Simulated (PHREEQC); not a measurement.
A solution holds 1.3 mmol/kgw Na2S, 0.85 mmol/kgw HCl and 3.9 mmol/kgw BaCl2, at 25 °C. Closed to the air; pH follows from the charge balance.

Computed with PHREEQC (ion-association model, wateq4f.dat).

Precipitation was switched off in this run.

Problem. Estimate the pH.

Solution. pH 10.59.

Complexes and solids missing from the database can't appear. The polysulfide entries of wateq4f.dat were taken out for this run.
